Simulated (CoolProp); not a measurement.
A single-stage vapour-compression cycle with the fluid: evaporating at 231.15 K (dew point), condensing at 258.15 K (bubble point), superheat 0 K, subcooling 5 K, compressor efficiency 0.9, no pressure losses. The same conditions are run with several fluids, on thermodynamics alone (safety and materials aside).

The numbers come from the reference Helmholtz-energy equation of state of each fluid (carbon dioxide: Span 1996; fluoroethane (R161): Wu 2012; ammonia: Gao 2020; isobutene: Lemmon 2005; R404A: Lemmon 2003; ethylene: Smukala 2000) in CoolProp. Blends and air are pseudo-pure fits.

```csv
fluid,cooling COP,pressure ratio,discharge temperature (K),refrigerating effect (kJ/kg),volumetric capacity (kJ/m³)
carbon dioxide,6.60,2.46,292.8,?,6810
fluoroethane (R161),7.18,?,?,386,817
ammonia,6.93,3.67,322.1,1300,754
isobutene,?,3.63,269.8,?,225
R404A,6.91,3.09,268.1,169,?
ethylene,?,?,279.7,297,7440
```

### Question
Complete the blanks.

### Answer

- carbon dioxide, refrigerating effect (kJ/kg): 280
- fluoroethane (R161), pressure ratio: 3.14
- fluoroethane (R161), discharge temperature (K): 283.0
- isobutene, cooling COP: 7.28
- isobutene, refrigerating effect (kJ/kg): 376
- R404A, volumetric capacity (kJ/m³): 1080
- ethylene, cooling COP: 6.18
- ethylene, pressure ratio: 2.10
